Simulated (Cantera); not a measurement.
Charge: 1 mol CHF3, 0.018 mol CH4, at 0.133 bar.

Method: chemical equilibrium by Gibbs-energy minimisation in Cantera with the NASA 1993 tables (ideal gas, pure condensed phases). Candidate condensed phases: C, C6H6, C7H8, C8H18; 95 gas species. Gases not in the tables: C2F6 and larger saturated fluorocarbons. Equilibrium is a limit: real reactors are often held back by kinetics, nucleation or transport.

log p: log10 of the partial pressure in bar; n: condensed amount in mol.

```
T (°C)  log p HF  log p CF4  log p CF2  log p F  log p CF3  log p CF  log p CHF3  n C(graphite)
------  --------  ---------  ---------  -------  ---------  --------  ----------  -------------
877        -1.04      -1.38      -8.04    -9.40          …      <-12       -6.54          0.536
977        -1.04      -1.38      -7.01    -8.25          …      <-12       -6.38          0.536
1077       -1.04      -1.38      -6.14    -7.28          …    -11.71       -6.25          0.536
1177       -1.04      -1.38      -5.40    -6.43          …    -10.42       -6.14          0.536
1277       -1.04      -1.38      -4.75    -5.70          …     -9.29       -6.04          0.536
1377       -1.04      -1.38      -4.18    -5.05          …     -8.30       -5.95          0.536
1477       -1.04      -1.39      -3.68    -4.48          …     -7.43       -5.87          0.535
1577       -1.04      -1.39      -3.23    -3.97          …     -6.65       -5.80          0.533
1677       -1.04      -1.40      -2.84    -3.51          …     -5.95       -5.74          0.528
1777       -1.04      -1.41      -2.48    -3.10          …     -5.33       -5.70          0.518
```

**Question.** What belongs in the gaps?

**Answer.** 
- 877, log p CF3: -7.95
- 977, log p CF3: -7.12
- 1077, log p CF3: -6.42
- 1177, log p CF3: -5.81
- 1277, log p CF3: -5.29
- 1377, log p CF3: -4.82
- 1477, log p CF3: -4.42
- 1577, log p CF3: -4.06
- 1677, log p CF3: -3.74
- 1777, log p CF3: -3.45
